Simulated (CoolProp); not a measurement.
A simple Rankine cycle with chloromethane (R40): condensing at 312.15 K, boiler at 5.11 MPa, turbine inlet 499 K, turbine efficiency 0.9, pump efficiency 0.6, no recuperator. Each further row changes one setting.

Computed with CoolProp (reference Helmholtz-energy equation of state, Thol 2014).

```
case                             thermal efficiency (%)  net work (kJ/kg)  heat in (kJ/kg)  turbine exit temperature (K)  volume ratio over the turbine
-------------------------------  ----------------------  ----------------  ---------------  ----------------------------  -----------------------------
as stated                                          18.1              91.5              506                           ___                           4.87
condensing temperature 304.15 K                     ___               102              519                         354.1                           5.87
boiler pressure 3.58 MPa                           15.4              80.9              ___                         395.5                           3.53
turbine efficiency 0.8                             15.9              80.5              506                         378.3                           5.05
```

Question: Some entries are withheld; supply them.

Answer: 
- as stated, turbine exit temperature (K): 367.5
- condensing temperature 304.15 K, thermal efficiency (%): 19.6
- boiler pressure 3.58 MPa, heat in (kJ/kg): 524
